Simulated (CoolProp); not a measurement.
Model: reference Helmholtz-energy equation of state, Tillner-Roth 1997, in CoolProp.

Question: For CH2F2 (R32), give the phase and the Prandtl number at 356.4 K and 103 kPa; 391.3 K and 27.2 kPa.

Answer: 
- 356.4 K and 103 kPa: gas; Prandtl number 0.797
- 391.3 K and 27.2 kPa: gas; Prandtl number 0.779

Viscosity comes from a separate model (Bell 2016), an estimate that may be off by 10 % or more. Thermal conductivity comes from a separate model (Huber 2003), an estimate that may be off by 10 % or more.
